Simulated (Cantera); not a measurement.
# Premixed flame

A freely propagating, adiabatic, planar premixed flame of H2 : O2 : N2 = 1 : 0.658 : 2.76 (molar parts), equivalence ratio 0.76, unburnt at 400 K and 500000 Pa; multicomponent transport, grid criteria slope 0.08 and curve 0.16, no radiation.

Cantera simulation using the H2/O2 subset of GRI-Mech 3.0, which has no nitrogen chemistry; the numbers are that mechanism's predictions, not measurements. The hydrogen kinetics of GRI-Mech 3.0 are dated; newer H2 mechanisms differ, most at raised pressure. Burning velocities carry a grid error of a few per cent, more on coarse grids.

| z (mm) | T (K) | u (m/s) | x H2 | x O2 | x O | x HO2 | x H2O2 | x H2O |
|---|---|---|---|---|---|---|---|---|
| -0.192 | 400 | 1.22 | 0.225 | 0.149 | <1e-8 | 3.24e-8 | 1.62e-8 | 5.22e-6 |
| -0.128 | 401 | 1.22 | 0.221 | 0.150 | <1e-8 | 6.26e-7 | 3.17e-7 | 8.17e-5 |
| -0.0962 | 404 | 1.22 | 0.215 | 0.151 | 1.07e-8 | 2.37e-6 | 1.19e-6 | 0.000282 |
| -0.0641 | 421 | 1.25 | 0.198 | 0.154 | 7.99e-8 | 2.00e-5 | 9.44e-6 | 0.00191 |
| -0.0321 | 613 | 1.73 | 0.143 | 0.153 | 8.41e-6 | 0.000519 | 0.000125 | 0.0263 |
| -0.0160 | 964 | 2.66 | 0.0992 | 0.134 | 0.000224 | 0.000708 | 0.000149 | 0.0751 |
| 0 | 1344 | 3.67 | 0.0566 | 0.102 | 0.00152 | 0.000363 | 3.30e-5 | 0.138 |
| 0.0160 | 1597 | 4.36 | 0.0279 | 0.0734 | 0.00310 | 0.000192 | 5.49e-6 | 0.186 |
| 0.0321 | 1742 | 4.75 | 0.0149 | 0.0588 | 0.00356 | 0.000115 | 3.33e-6 | 0.210 |
| 0.0641 | 1881 | 5.11 | 0.00705 | 0.0500 | 0.00273 | 5.77e-5 | 1.95e-6 | 0.226 |
| 0.128 | 1975 | 5.35 | 0.00322 | 0.0472 | 0.00128 | 2.44e-5 | 1.11e-6 | 0.236 |
| 0.257 | 2019 | 5.46 | 0.00116 | 0.0465 | 0.000457 | 8.90e-6 | 5.94e-7 | 0.241 |
| 0.513 | 2036 | 5.50 | 0.000404 | 0.0465 | 0.000167 | 3.77e-6 | 3.37e-7 | 0.243 |
x: mole fraction of selected species; z is measured from the peak of heat release.

```yaml
laminar_burning_velocity: 122 cm/s
thermal_thickness: 0.0641 mm
peak x(O): 0.00356
peak x(HO2): 0.000803
peak x(H2O2): 0.000164
grid_points: 108
```
